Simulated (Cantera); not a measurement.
# Equilibrium for halide evaporation, hydrolysis and transport: LiCl + HF + H2

Input: 1 mol LiCl, 0.4 mol HF, 2.7 mol H2, held at 1.40 mbar.

Method: chemical equilibrium by Gibbs-energy minimisation in Cantera with the NASA 1993 tables (ideal gas, pure condensed phases). Candidate condensed phases: Li, LiCl, LiF, LiH; 25 gas species. Rates play no part.

| T (K) | log p H2 | log p LiCl | log p HF | log p HCl | log p LiF | log p H |
|---|---|---|---|---|---|---|
| 1673 | -3.04 | -3.53 | -4.04 | -4.34 | -4.34 | -5.46 |
| 1698 | -3.04 | -3.53 | -4.04 | -4.33 | -4.34 | -5.36 |
| 1723 | -3.04 | -3.53 | -4.05 | -4.33 | -4.33 | -5.26 |
| 1748 | -3.04 | -3.53 | -4.05 | -4.32 | -4.33 | -5.16 |
| 1773 | -3.04 | -3.54 | -4.05 | -4.32 | -4.32 | -5.07 |
| 1798 | -3.04 | -3.54 | -4.06 | -4.31 | -4.32 | -4.97 |
| 1823 | -3.04 | -3.54 | -4.06 | -4.30 | -4.31 | -4.88 |
| 1848 | -3.04 | -3.54 | -4.06 | -4.30 | -4.31 | -4.80 |
| 1873 | -3.04 | -3.54 | -4.07 | -4.29 | -4.31 | -4.71 |
| 1898 | -3.05 | -3.54 | -4.07 | -4.29 | -4.30 | -4.63 |
| 1923 | -3.05 | -3.55 | -4.07 | -4.28 | -4.30 | -4.55 |
log p: log10 of the partial pressure in bar; nothing condenses.

From 1673 K to 1923 K nothing is condensed. The main Li-bearing gas is LiCl throughout.
